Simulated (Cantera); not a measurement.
Cantera run, input and output.

```python
import numpy as np
import cantera as ct

gas = ct.Solution("h2o2.yaml")
gas.TPX = 448, 26000, {'H2': 1, 'O2': 0.385, 'N2': 1.69}
flame = ct.FreeFlame(gas, width=0.1)
flame.set_refine_criteria(ratio=3, slope=0.08, curve=0.16)
flame.transport_model = "mixture-averaged"
flame.solve(loglevel=0, auto=True)
z, T = flame.grid, flame.T
thick = (T[-1] - T[0]) / np.gradient(T, z).max()
show = ['H2', 'O2', 'O', 'H2O2', 'H', 'OH']
print(f"laminar burning velocity  {flame.velocity[0] * 100:.3f} cm/s")
print(f"burnt temperature         {T[-1]:.1f} K")
print(f"thermal thickness         {thick * 1e3:.4f} mm")
print(f"grid points               {len(z)}")
z0 = z[flame.heat_release_rate.argmax()]
print(f"{'z/mm':>9s}{'T/K':>9s}{'u/(m/s)':>9s}" + "".join(f"{s:>11s}" for s in show))
rows = []
for k in (-3, -2, -1.5, -1, -0.5, -0.25, 0, 0.25, 0.5, 1, 2, 4, 8):
    zz = z0 + k * thick
    rows.append([k * thick, np.interp(zz, z, T), np.interp(zz, z, flame.velocity),
                 *(np.interp(zz, z, flame.X[gas.species_index(s)]) for s in show)])
    print(f"{rows[-1][0] * 1e3:9.3f}{rows[-1][1]:9.1f}{rows[-1][2]:9.3f}" + "".join(f"{x:11.3e}" for x in rows[-1][3:]))
```

Output:

```
laminar burning velocity  403.472 cm/s
burnt temperature         2283.1 K
thermal thickness         2.5054 mm
grid points               136
     z/mm      T/K  u/(m/s)         H2         O2          O       H2O2          H         OH
   -7.516    448.0    4.035  3.252e-01  1.252e-01  2.162e-17 -4.873e-18  6.998e-19  2.328e-19
   -5.011    448.0    4.035  3.252e-01  1.252e-01  8.384e-15  5.589e-16  4.754e-16  9.024e-17
   -3.758    448.0    4.035  3.252e-01  1.252e-01  8.563e-13  9.036e-14  2.305e-13  9.223e-15
   -2.505    448.0    4.035  3.252e-01  1.252e-01  2.571e-10  6.481e-11  9.272e-10  4.197e-12
   -1.253    454.9    4.088  3.234e-01  1.253e-01  2.710e-06  2.350e-06  5.175e-05  2.140e-05
   -0.626    661.2    5.828  2.939e-01  1.202e-01  1.626e-04  1.191e-05  6.803e-03  5.829e-04
    0.000   1100.7    9.397  1.763e-01  7.878e-02  4.734e-03  8.976e-07  5.304e-02  2.291e-03
    0.626   1380.9   11.657  8.294e-02  2.243e-02  8.173e-03  9.516e-07  8.448e-02  5.902e-03
    1.253   1497.9   12.561  7.177e-02  1.252e-02  7.703e-03  7.603e-07  8.099e-02  7.571e-03
    2.505   1623.7   13.502  7.456e-02  9.947e-03  6.891e-03  4.923e-07  6.855e-02  9.082e-03
    5.011   1761.9   14.507  7.796e-02  7.791e-03  5.598e-03  2.674e-07  5.441e-02  1.021e-02
   10.022   1901.2   15.490  8.012e-02  5.540e-03  4.022e-03  1.374e-07  4.074e-02  1.052e-02
   20.043   2028.7   16.364  8.112e-02  3.485e-03  2.508e-03  7.307e-08  2.880e-02  9.730e-03
```

Cantera simulation using the H2/O2 subset of GRI-Mech 3.0, which has no nitrogen chemistry; the numbers are that mechanism's predictions, not measurements. Burning velocities carry a grid error of a few per cent, more on coarse grids.
